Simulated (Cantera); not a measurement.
A Cantera script and what it prints.

```python
import numpy as np
import cantera as ct

gas_names = """
    N NO NO2 NO3 N2 N2O O O2 O3 Pb PbO Pb2
""".split()
cond_names = """
    Pb(cr) Pb(L) PbO(rd) PbO(yw) PbO(L) PbO2(s) Pb3O4(s)
""".split()


# ... load() reads the species with a 1 bar reference pressure and builds the phases ...
atoms = {
    'PbO': {'Pb': 1, 'O': 1},
    'N2': {'N': 2},
}
top_T = {'Pb3O4(s)': 820}  # K; cautious upper limits of use, not melting points


# ... equilibrate(T, P, feed) seeds the gas with the atoms and calls Mixture.equilibrate('TP', solver="vcs", rtol=1e-11, max_steps=5000) ...
results = []
feed = {'PbO': 1, 'N2': 2}  # mol
T = 750  # K
P = 520  # Pa
mix = equilibrate(T, P, feed)
results.append((T, P, feed, dict(zip(mix.species_names, mix.species_moles))))
x = sorted(zip(gas.X, gas.species_names), reverse=True)
print(f"T = {T:g} K  P = {P:g} Pa  gas = {mix.phase_moles(0):.4g} mol")
print("   x: " + "  ".join(f"{s} {v:.3e}" for v, s in x if v > 0.001))
print("   condensed (mol): " + ("  ".join(f"{mix.phase(i).name} {mix.phase_moles(i):.4g}"
      for i in range(1, mix.n_phases) if mix.phase_moles(i) > 1e-12) or "none"))
```

It prints:

```
T = 750 K  P = 520 Pa  gas = 2 mol
   x: N2 1.000e+00
   condensed (mol): PbO(rd) 1
```

Method: chemical equilibrium by Gibbs-energy minimisation in Cantera with the NASA 1993 tables (ideal gas, pure condensed phases).
